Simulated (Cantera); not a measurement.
Cantera with NASA thermochemical tables; ideal gases at 1 bar, condensed phases pure. Values are per mole of reaction as written; species without (g) are pure solids or liquids, kept so even where they would boil at 1 bar.

2 MgF2 + H2S(g) → SF4(g) + 2 Mg + H2(g)

```tsv
T (K)	ΔH° (kJ)	ΔS° (J/K)	ΔG° (kJ)	log10 K
550	1504.9	173.0	1409.8	-133.88
575	1504.8	172.8	1405.4	-127.67
600	(withheld)	(withheld)	(withheld)	(withheld)
625	(withheld)	(withheld)	(withheld)	(withheld)
650	1504.3	171.9	1392.5	-111.90
675	(withheld)	(withheld)	(withheld)	(withheld)
700	1503.9	171.4	1383.9	-103.27
725	1503.7	171.2	1379.6	-99.40
750	1503.5	170.9	1375.4	-95.79
775	1503.4	170.7	1371.1	-92.41
```

Question: Fill in the missing entries.

Answer: 
- 600, ΔH° (kJ): 1504.6
- 600, ΔS° (J/K): 172.5
- 600, ΔG° (kJ): 1401.1
- 600, log10 K: -121.98
- 625, ΔH° (kJ): 1504.5
- 625, ΔS° (J/K): 172.2
- 625, ΔG° (kJ): 1396.8
- 625, log10 K: -116.74
- 675, ΔH° (kJ): 1504.1
- 675, ΔS° (J/K): 171.7
- 675, ΔG° (kJ): 1388.2
- 675, log10 K: -107.42
